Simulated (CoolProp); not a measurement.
The numbers come from the reference Helmholtz-energy equation of state, Thol 2019 in CoolProp.

Problem. For decamethylcyclopentasiloxane (D5), give the phase and the cp (kJ/(kg K)) at 331.75 °C and 0.0193 MPa; 331.75 °C and 0.0468 MPa.

Solution. 
- 331.75 °C and 0.0193 MPa: gas; cp 1.93
- 331.75 °C and 0.0468 MPa: gas; cp 1.93
